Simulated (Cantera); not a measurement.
Input (Python, Cantera) and output of one run.

```python
import numpy as np
import cantera as ct

gas_names = [...]  # 95 gases of nasa_gas.yaml made of C, F, H
cond_names = """
    C(gr) C6H6(L) C7H8(L) C8H18(L),n-octa
""".split()


# ... load() reads the species with a 1 bar reference pressure and builds the phases ...
atoms = {
    'c-C4F8': {'C': 4, 'F': 8},
    'F2': {'F': 2},
    'H2': {'H': 2},
}
top_T = {'C(gr)': 4500}  # K; cautious upper limits of use, not melting points


# ... equilibrate(T, P, feed) seeds the gas with the atoms and calls Mixture.equilibrate('TP', solver="vcs", rtol=1e-11, max_steps=5000) ...
results = []
feed = {'c-C4F8': 1, 'F2': 1.4, 'H2': 7.8}  # mol
T = 2973  # K
P = 100000  # Pa
mix = equilibrate(T, P, feed)
results.append((T, P, feed, dict(zip(mix.species_names, mix.species_moles))))
print(gas.report(threshold=0.0001))
for i in range(1, mix.n_phases):
    print(f"{mix.phase(i).name:16s} {mix.phase_moles(i):12.5e} mol")
```

It prints:

```
       temperature   2973 K
          pressure   1e+05 Pa
           density   0.066685 kg/m^3
  mean mol. weight   16.484 kg/kmol
   phase of matter   gas

                          1 kg             1 kmol
                     ---------------   ---------------
          enthalpy       -6.9741e+06       -1.1496e+08  J
   internal energy       -8.4737e+06       -1.3968e+08  J
           entropy             14645        2.4141e+05  J/K
    Gibbs function       -5.0514e+07       -8.3267e+08  J
 heat capacity c_p            2178.6             35912  J/K
 heat capacity c_v            1674.2             27597  J/K

                      mass frac. Y      mole frac. X     chem. pot. / RT
                     ---------------   ---------------   ---------------
                CF        0.00037057        0.00019699           -29.538
               C2H        0.00078832        0.00051916            -18.74
    C2H2,acetylene          0.012856         0.0081389           -30.125
                C3        0.00051003        0.00023332           -11.032
              C4H2        0.00059264        0.00019515           -37.479
                 F         0.0020767         0.0018019           -25.861
                 H         0.0033419           0.05465           -11.385
                HF           0.96182           0.79248           -37.246
                H2          0.017319           0.14161            -22.77
     [  +86 minor]        0.00032224        0.00018105

C(gr)             3.73774e+00 mol
```

Equilibrium computed with Cantera from the NASA thermochemical tables; the gas is ideal and each condensed phase is pure. The feed counts by its element totals alone.
